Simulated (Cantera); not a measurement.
What does this Cantera script print?

```python
import numpy as np
import cantera as ct

gas = ct.Solution("gri30.yaml")
gas.TPX = 1225, 1500000, {'CH4': 1, 'O2': 2.08, 'N2': 15.4}
reactor = ct.IdealGasReactor(gas, energy="on", clone=False)
net = ct.ReactorNet([reactor])
net.rtol, net.atol = 1e-08, 1e-16
show = ['CH4', 'O2', 'HCO', 'C2H', 'CH2', 'C2H6', 'CH2O']
times = np.geomspace(5e-06, 1, 13)

steps = ct.SolutionArray(gas, extra=["t"])
rows = []
print(f"{'t/s':>10s}{'T/K':>9s}{'P/Pa':>11s}" + "".join(f"{s:>11s}" for s in show))
for t in times:
    while net.time < t:
        t_next = net.step()
        steps.append(gas.state, t=t_next)
    rows.append([np.interp(t, steps.t, y) for y in (steps.T, steps.P, *steps(*show).X.T)])
    print(f"{t:10.3e}{rows[-1][0]:9.1f}{rows[-1][1]:11.4g}" + "".join(f"{x:11.3e}" for x in rows[-1][2:]))
rate = np.gradient(steps.T, steps.t)
print("integrator steps:", len(steps.t))
if steps.T.max() > steps.T[0] + 200:
    print(f"time of steepest temperature rise: {steps.t[rate.argmax()]:.4e} s")
gas.TPX = 1225, 1500000, {'CH4': 1, 'O2': 2.08, 'N2': 15.4}
gas.equilibrate("UV")
print(f"equilibrium (UV): T = {gas.T:.1f} K  " + "  ".join(f"{s} {gas[s].X[0]:.3e}" for s in show))
```

It prints:

```
       t/s      T/K       P/Pa        CH4         O2        HCO        C2H        CH2       C2H6       CH2O
 5.000e-06   1225.0    1.5e+06  5.411e-02  1.126e-01  5.664e-16  7.177e-33  2.991e-17  2.568e-12  9.796e-10
 1.383e-05   1225.0    1.5e+06  5.411e-02  1.126e-01  4.686e-15  1.838e-30  2.825e-16  5.959e-11  7.956e-09
 3.824e-05   1225.0    1.5e+06  5.411e-02  1.126e-01  4.514e-14  6.721e-28  3.505e-15  1.687e-09  7.241e-08
 1.057e-04   1225.0    1.5e+06  5.411e-02  1.126e-01  6.387e-13  5.706e-25  6.153e-14  7.214e-08  8.377e-07
 2.924e-04   1225.1    1.5e+06  5.409e-02  1.125e-01  1.011e-11  4.519e-22  5.228e-13  2.409e-06  9.224e-06
 8.086e-04   1225.6  1.501e+06  5.401e-02  1.125e-01  6.816e-11  4.160e-20  1.194e-12  1.880e-05  5.067e-05
 2.236e-03   1229.9  1.506e+06  5.342e-02  1.121e-01  7.536e-10  1.298e-17  8.586e-12  1.333e-04  2.931e-04
 6.184e-03   2562.4  3.153e+06  1.028e-15  5.522e-03  6.346e-09  1.521e-21  5.486e-16  2.149e-29  1.489e-10
 1.710e-02   2561.0  3.152e+06  1.062e-15  5.362e-03  6.390e-09  1.544e-21  5.548e-16  2.268e-29  1.511e-10
 4.729e-02   2561.0  3.152e+06  1.062e-15  5.362e-03  6.390e-09  1.544e-21  5.548e-16  2.268e-29  1.511e-10
 1.308e-01   2561.0  3.152e+06  1.062e-15  5.362e-03  6.390e-09  1.544e-21  5.548e-16  2.268e-29  1.511e-10
 3.616e-01   2561.0  3.152e+06  1.062e-15  5.362e-03  6.390e-09  1.544e-21  5.548e-16  2.268e-29  1.511e-10
 1.000e+00   2561.0  3.152e+06  1.062e-15  5.362e-03  6.390e-09  1.544e-21  5.548e-16  2.268e-29  1.511e-10
integrator steps: 2239
time of steepest temperature rise: 3.9744e-03 s
equilibrium (UV): T = 2561.0 K  CH4 1.315e-15  O2 5.362e-03  HCO 6.390e-09  C2H 1.682e-21  CH2 6.500e-16  C2H6 3.065e-29  CH2O 1.511e-10
```

Model: GRI-Mech 3.0 (53 species, 325 reactions), integrated in Cantera. The pressure lies above the range GRI-Mech 3.0 was tuned for (to about 10 atm).
